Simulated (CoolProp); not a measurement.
Model: reference Helmholtz-energy equation of state, Lemmon 2013, in CoolProp.

For propylene, give the phase and the cp (kJ/(kg K)), Joule-Thomson coefficient (K/MPa), conductivity (mW/(m K)) at 95.35 °C and 1.63 MPa; 95.35 °C and 7.32 MPa; 95.35 °C and 8.95 MPa.


- 95.35 °C and 1.63 MPa: gas; cp 2.00, Joule-Thomson coefficient 10.5, conductivity 27.4
- 95.35 °C and 7.32 MPa: supercritical; cp 3.78, Joule-Thomson coefficient 1.69, conductivity 83.0
- 95.35 °C and 8.95 MPa: supercritical; cp 3.35, Joule-Thomson coefficient 1.08, conductivity 86.9

Thermal conductivity comes from a separate model (Huber 2003), an estimate that may be off by 10 % or more.
